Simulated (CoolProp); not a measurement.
Sulfur dioxide along the isobar 7.29 bar: Z from the reference equation and from simpler models built on Tc = 157.5 °C, pc = 78.87 bar, ω = 0.256; each cubic takes its own stable root.

Computed with CoolProp (reference Helmholtz-energy equation of state, Gao 2016).

| T (°C) | phase | reference |
|---|---|---|
| 90.55 | gas | 0.9390 |
| 103.35 | gas | 0.9464 |
| 116.15 | gas | 0.9527 |
| 129.05 | gas | 0.9580 |
| 141.85 | gas | 0.9625 |
| 154.65 | gas | 0.9664 |
| 167.45 | gas | 0.9698 |
| 180.35 | gas | 0.9728 |
| 193.15 | gas | 0.9754 |
| 205.95 | gas | 0.9777 |

Q: How far does each simpler model (Redlich-Kwong, Peng-Robinson) lie from the reference over these 10 states: mean and median of the absolute difference, and the worst?

A: 
- Redlich-Kwong: mean 0.3 %, median 0.1 %, worst +0.9 % at 90.55 °C and 7.29 bar
- Peng-Robinson: mean 0.2 %, median 0.3 %, worst -0.3 % at 180.35 °C and 7.29 bar
